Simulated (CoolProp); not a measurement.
Vapour-liquid equilibrium of carbon dioxide (1) + carbonyl sulfide (2) at 267.4 K; x and y are mole fractions of (1).

Model: multi-fluid Helmholtz-energy mixture model, Span 1996 and Lemmon 2006; pair parameters Bell 2016, in CoolProp.

```json
[
 {"x": "0.05", "bubble pressure (kPa)": "?", "y at the bubble point": "0.279", "dew pressure at overall composition x (kPa)": "?", "liquid density (mol/L)": "18.02"},
 {"x": "0.2", "bubble pressure (kPa)": "1252", "y at the bubble point": "0.598", "dew pressure at overall composition x (kPa)": "676.7", "liquid density (mol/L)": "18.52"},
 {"x": "0.35", "bubble pressure (kPa)": "1645", "y at the bubble point": "?", "dew pressure at overall composition x (kPa)": "?", "liquid density (mol/L)": "19.03"},
 {"x": "0.5", "bubble pressure (kPa)": "1971", "y at the bubble point": "?", "dew pressure at overall composition x (kPa)": "1040", "liquid density (mol/L)": "19.55"},
 {"x": "0.65", "bubble pressure (kPa)": "?", "y at the bubble point": "0.854", "dew pressure at overall composition x (kPa)": "1396", "liquid density (mol/L)": "?"},
 {"x": "0.8", "bubble pressure (kPa)": "2562", "y at the bubble point": "0.911", "dew pressure at overall composition x (kPa)": "1995", "liquid density (mol/L)": "20.75"},
 {"x": "0.95", "bubble pressure (kPa)": "2874", "y at the bubble point": "0.976", "dew pressure at overall composition x (kPa)": "?", "liquid density (mol/L)": "21.52"}
]
```

Q: Fill in the missing entries.

A: 
- 0.05, bubble pressure (kPa): 746.4
- 0.05, dew pressure at overall composition x (kPa): 573.9
- 0.35, y at the bubble point: 0.721
- 0.35, dew pressure at overall composition x (kPa): 821.7
- 0.5, y at the bubble point: 0.795
- 0.65, bubble pressure (kPa): 2267
- 0.65, liquid density (mol/L): 20.12
- 0.95, dew pressure at overall composition x (kPa): 2755

No azeotrope shows between x = 0.05 and 0.95.

Pair parameters are fitted to limited data, so mixtures are less certain than the pure fluids.
